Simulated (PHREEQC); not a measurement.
Consider water at 55 °C with 0.003 mol/kgw HF, 0.00053 mol/kgw KF and 0.001 mol/kgw H2SO4. Closed to the air; pH follows from the charge balance.

Equilibrium calculation in PHREEQC: ion-association model, phreeqc.dat.

Task: The ionic strength comes out as 0.00319 mol/kgw. What activity coefficients do K+, KSO4-, H+, SO4-2, HSO4- get?

Result: K+ 0.94, KSO4- 0.94, H+ 0.94, SO4-2 0.77, HSO4- 0.94.

This is a speciation only: nothing precipitates in the calculation. Species that the database lacks are ignored. Constants without temperature data keep their 25 °C values here.
